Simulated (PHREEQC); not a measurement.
## Copper plating or etch bath: an equilibrium model

Solution (45 °C): 0.021 mol Cu(BF4)2 and 0.18 mol H2SO4 per kg of water. Closed to the air; pH follows from the charge balance.

Computed with PHREEQC (ion-association model, wateq4f.dat).

This is a speciation only: nothing precipitates in the calculation.

### Question
Predict the pH, activity of water, ionic strength.

### Answer
pH 0.81; activity of water 0.992; ionic strength 0.266 mol/kgw.

### Question
In which forms is F present?

### Answer
BF4- 87 %, HF 10 %, BF3OH- 1.9 % of the F.

Away from 25 °C the constants follow the database's enthalpies or fits; those with neither stay at their 25 °C values. Real BF4- forms and hydrolyses slowly; the run takes it at equilibrium.
